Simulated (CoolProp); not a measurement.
Properties of acetone along the isobar 5810 kPa.

The numbers come from the reference Helmholtz-energy equation of state, Lemmon 2006 in CoolProp. It is a short technical equation, of lower accuracy than the large ones.

| T (K) | phase | density (kg/m³) | cp (kJ/(kg K)) | speed of sound (m/s) | fugacity coefficient |
|---|---|---|---|---|---|
| 203.4 | liquid | 889.4 | 2.000 | 1654 | 1.063e-5 |
| 220.8 | liquid | 871.2 | 2.012 | 1564 | 5.572e-5 |
| 238.2 | liquid | 853.2 | 2.029 | 1478 | 0.0002209 |
| 255.5 | liquid | 835.3 | 2.051 | 1396 | 0.0006992 |
| 272.9 | liquid | 817.1 | 2.079 | 1316 | 0.001872 |
| 290.3 | liquid | 798.7 | 2.113 | 1237 | 0.004353 |
| 307.7 | liquid | 780.0 | 2.153 | 1161 | 0.009017 |
| 325.1 | liquid | 760.8 | 2.198 | 1085 | 0.01697 |
| 342.5 | liquid | 741.0 | 2.248 | 1011 | 0.02948 |
| 359.9 | liquid | 720.5 | 2.304 | 937.3 | 0.04787 |
| 377.2 | liquid | 699.2 | 2.366 | 864.6 | 0.07318 |
| 394.6 | liquid | 676.6 | 2.434 | 791.6 | 0.1067 |
